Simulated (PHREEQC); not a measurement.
Make-up at 25 °C: 14 mmol/kgw MgCl2, 0.045 mmol/kgw NaHCO3 and 7.1 mmol/kgw NaCl. Closed to the air; pH follows from the charge balance.

All values are PHREEQC results (ion-association model, phreeqc.dat), not measurements.

```
quantity              before    after
-------------------  -------  -------
pH                      7.56     7.44
HCO3- (mol/kgw)      3.92e-5  3.88e-5
CO2 (mol/kgw)        1.98e-6  2.60e-6
CO3-2 (mol/kgw)      1.18e-7  8.78e-8
NaHCO3 (mol/kgw)     1.07e-7  1.05e-7
NaCO3- (mol/kgw)     7.46e-9  5.55e-9
SI of Halite (NaCl)    -5.34    -5.34
```

**Question.** What was changed between the two runs?
A. NaCl from 0.0071 to 0.0106 mol/kgw
B. NaHCO3 from 4.5e-05 to 9e-05 mol/kgw
C. MgCl2 left out
D. NaCl left out
E. 0.0002 mol/kgw CdSO4 added

**Answer.** E, 0.0002 mol/kgw CdSO4 added

Precipitation was switched off in this run. Some of these states are supersaturated (in Otavite, for instance).
